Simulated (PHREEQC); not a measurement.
Solution (35 °C): 95 mmol/kgw MgCl2, 44 mmol/kgw BaCl2 and 10 mmol/kgw KBr. Closed to the air; pH follows from the charge balance.

The numbers come from PHREEQC with the Pitzer model, pitzer.dat.

### Question
The ionic strength comes out as 0.427 mol/kgw. What activity coefficients do K+, Br-, Cl-, Ba+2, Mg+2 get?

### Answer
K+ 0.68, Br- 0.69, Cl- 0.66, Ba+2 0.24, Mg+2 0.27. Single-ion values are on the MacInnes scale.

Precipitation was switched off in this run.
